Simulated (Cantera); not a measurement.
A Cantera script and what it prints.

```python
import numpy as np
import cantera as ct

gas_names = [...]  # 113 gases of nasa_gas.yaml made of C, H, O, Ti
cond_names = """
    C(gr) C6H6(L) C7H8(L) C8H18(L),n-octa H2O(s) H2O(L) Ti(a) Ti(b) Ti(L) TiC(s) TiC(L) TiO(a) TiO(b)
    TiO(L) TiO2(ru) TiO2(L) Ti2O3(a) Ti2O3(b) Ti2O3(L) Ti3O5(a) Ti3O5(b) Ti3O5(L) Ti4O7(s) Ti4O7(L)
""".split()


# ... load() reads the species with a 1 bar reference pressure and builds the phases ...
atoms = {
    'Ti(OiPr)4': {'Ti': 1, 'C': 12, 'H': 28, 'O': 4},
    'H2': {'H': 2},
}
top_T = {'C(gr)': 4500}  # K; cautious upper limits of use, not melting points


# ... equilibrate(T, P, feed) seeds the gas with the atoms and calls Mixture.equilibrate('TP', solver="vcs", rtol=1e-11, max_steps=5000) ...
results = []
feed = {'Ti(OiPr)4': 1, 'H2': 3.8}  # mol
P = 10000  # Pa
for T in [1075, 1150, 1225, 1300, 1375, 1450, 1525, 1600, 1675, 1750, 1825]:
    mix = equilibrate(T, P, feed)
    results.append((T, P, feed, dict(zip(mix.species_names, mix.species_moles))))
    x = sorted(zip(gas.X, gas.species_names), reverse=True)
    print(f"T = {T:g} K  P = {P:g} Pa  gas = {mix.phase_moles(0):.4g} mol")
    print("   x: " + "  ".join(f"{s} {v:.3e}" for v, s in x if v > 1e-05))
    print("   condensed (mol): " + ("  ".join(f"{mix.phase(i).name} {mix.phase_moles(i):.4g}"
          for i in range(1, mix.n_phases) if mix.phase_moles(i) > 1e-12) or "none"))
```

Output:

```
T = 1075 K  P = 10000 Pa  gas = 19.7 mol
   x: H2 8.950e-01  CO 1.001e-01  CH4 3.613e-03  H2O 1.132e-03  CO2 1.362e-04
   condensed (mol): C(gr) 9.954  TiO2(ru) 1
T = 1150 K  P = 10000 Pa  gas = 20 mol
   x: H2 8.857e-01  CO 1.119e-01  CH4 1.836e-03  H2O 4.649e-04  CO2 4.942e-05
   condensed (mol): C(gr) 9.724  Ti4O7(s) 0.25
T = 1225 K  P = 10000 Pa  gas = 20.11 mol
   x: H2 8.830e-01  CO 1.158e-01  CH4 1.024e-03  H2O 2.010e-04  CO2 1.796e-05
   condensed (mol): C(gr) 9.65  Ti3O5(b) 0.3333
T = 1300 K  P = 10000 Pa  gas = 20.12 mol
   x: H2 8.834e-01  CO 1.159e-01  CH4 6.137e-04  H2O 9.332e-05
   condensed (mol): C(gr) 9.656  Ti3O5(b) 0.3333
T = 1375 K  P = 10000 Pa  gas = 21.79 mol
   x: H2 8.161e-01  CO 1.835e-01  CH4 3.315e-04  H2O 6.890e-05
   condensed (mol): C(gr) 6.994  TiC(s) 1
T = 1450 K  P = 10000 Pa  gas = 21.79 mol
   x: H2 8.162e-01  CO 1.835e-01  CH4 2.200e-04  H2O 3.737e-05  H 2.702e-05
   condensed (mol): C(gr) 6.996  TiC(s) 1
T = 1525 K  P = 10000 Pa  gas = 21.8 mol
   x: H2 8.163e-01  CO 1.835e-01  CH4 1.520e-04  H 6.759e-05  H2O 2.154e-05
   condensed (mol): C(gr) 6.997  TiC(s) 1
T = 1600 K  P = 10000 Pa  gas = 21.8 mol
   x: H2 8.162e-01  CO 1.835e-01  H 1.553e-04  CH4 1.088e-04  C2H2,acetylene 2.245e-05  H2O 1.309e-05
   condensed (mol): C(gr) 6.997  TiC(s) 1
T = 1675 K  P = 10000 Pa  gas = 21.8 mol
   x: H2 8.161e-01  CO 1.835e-01  H 3.317e-04  CH4 8.023e-05  C2H2,acetylene 4.739e-05
   condensed (mol): C(gr) 6.996  TiC(s) 1
T = 1750 K  P = 10000 Pa  gas = 21.81 mol
   x: H2 8.157e-01  CO 1.834e-01  H 6.643e-04  C2H2,acetylene 9.373e-05  CH4 6.077e-05
   condensed (mol): C(gr) 6.995  TiC(s) 1
T = 1825 K  P = 10000 Pa  gas = 21.81 mol
   x: H2 8.151e-01  CO 1.834e-01  H 1.257e-03  C2H2,acetylene 1.751e-04  CH4 4.710e-05
   condensed (mol): C(gr) 6.991  TiC(s) 1
```

Method: chemical equilibrium by Gibbs-energy minimisation in Cantera with the NASA 1993 tables (ideal gas, pure condensed phases). The feed counts by its element totals alone. TiC: taken at fixed stoichiometry. Condensed phases not in the tables: Magnéli phases beyond Ti4O7.
